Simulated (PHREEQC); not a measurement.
1.4 g of hydrous ferric oxide (600 m²/g; 0.2 weak and 0.005 strong sites per Fe, Dzombak-Morel constants, diffuse double layer) in 1 kg of water with 0.3 mol/kgw of an inert sodium salt, at 25 °C; the pH is set by adding NaOH or the inert anion's acid. Oxygen is held at 0.21 atm. CO2 from the air is kept out. Nothing may precipitate in this run.

The numbers come from PHREEQC with the ion-association model, wateq4f.dat.

| pH | surface charge σ (C/m²) | surface potential ψ (mV) |
|---|---|---|
| 4 | 0.349 | 123 |
| 4.5 | 0.318 | 118 |
| 5 | [?] | 110 |
| 5.5 | 0.211 | 98 |
| 6 | [?] | 83 |
| 6.5 | 0.106 | 65 |
| 7 | [?] | 46 |
| 7.5 | [?] | 26 |
| 8 | 0.006 | [?] |
| 8.5 | -0.021 | [?] |
| 9 | [?] | -38 |
| 9.5 | -0.087 | [?] |
| 10 | -0.132 | -75 |

Task: Fill in the missing entries.

Result: 
- 5, surface charge σ (C/m²): 0.269
- 6, surface charge σ (C/m²): 0.154
- 7, surface charge σ (C/m²): 0.066
- 7.5, surface charge σ (C/m²): 0.034
- 8, surface potential ψ (mV): 5
- 8.5, surface potential ψ (mV): -17
- 9, surface charge σ (C/m²): -0.051
- 9.5, surface potential ψ (mV): -57
